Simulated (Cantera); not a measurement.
Cantera run, input and output.

```python
import numpy as np
import cantera as ct

gas = ct.Solution("gri30.yaml")
gas.TPX = 2175, 8400, {'NO': 2.1, 'N2': 0.27}
reactor = ct.IdealGasConstPressureReactor(gas, energy="off", clone=False)
net = ct.ReactorNet([reactor])
net.rtol, net.atol = 1e-08, 1e-18
show = ['NO', 'N2', 'O', 'NO2', 'O2']
times = np.geomspace(8e-05, 200, 9)

steps = ct.SolutionArray(gas, extra=["t"])
rows = []
print(f"{'t/s':>10s}{'T/K':>9s}{'P/Pa':>11s}" + "".join(f"{s:>11s}" for s in show))
for t in times:
    while net.time < t:
        t_next = net.step()
        steps.append(gas.state, t=t_next)
    rows.append([np.interp(t, steps.t, y) for y in (steps.T, steps.P, *steps(*show).X.T)])
    print(f"{t:10.3e}{rows[-1][0]:9.1f}{rows[-1][1]:11.4g}" + "".join(f"{x:11.3e}" for x in rows[-1][2:]))
rate = np.gradient(steps.T, steps.t)
print("integrator steps:", len(steps.t))
if steps.T.max() > steps.T[0] + 200:
    print(f"time of steepest temperature rise: {steps.t[rate.argmax()]:.4e} s")
gas.TPX = 2175, 8400, {'NO': 2.1, 'N2': 0.27}
gas.equilibrate("TP")
print(f"equilibrium (TP): T = {gas.T:.1f} K  " + "  ".join(f"{s} {gas[s].X[0]:.3e}" for s in show))
```

It prints:

```
       t/s      T/K       P/Pa         NO         N2          O        NO2         O2
 8.000e-05   2175.0       8400  8.860e-01  1.139e-01  1.990e-05  2.834e-07  1.954e-07
 5.045e-04   2175.0       8400  8.858e-01  1.139e-01  1.336e-04  7.029e-06  8.408e-06
 3.181e-03   2175.0       8400  8.836e-01  1.147e-01  8.821e-04  5.736e-05  4.810e-04
 2.006e-02   2175.0       8400  8.650e-01  1.238e-01  1.515e-03  9.570e-05  9.293e-03
 1.265e-01   2175.0       8400  7.331e-01  1.895e-01  2.518e-03  1.669e-04  7.447e-02
 7.976e-01   2175.0       8400  1.777e-01  4.668e-01  4.775e-03  8.733e-05  3.507e-01
 5.030e+00   2175.0       8400  1.513e-02  5.479e-01  5.251e-03  8.275e-06  4.317e-01
 3.172e+01   2175.0       8400  1.432e-02  5.483e-01  5.254e-03  7.835e-06  4.321e-01
 2.000e+02   2175.0       8400  1.432e-02  5.483e-01  5.254e-03  7.835e-06  4.321e-01
integrator steps: 1135
equilibrium (TP): T = 2175.0 K  NO 1.432e-02  N2 5.483e-01  O 5.254e-03  NO2 7.835e-06  O2 4.321e-01
```

Computed with Cantera and GRI-Mech 3.0 (53 species, 325 reactions).
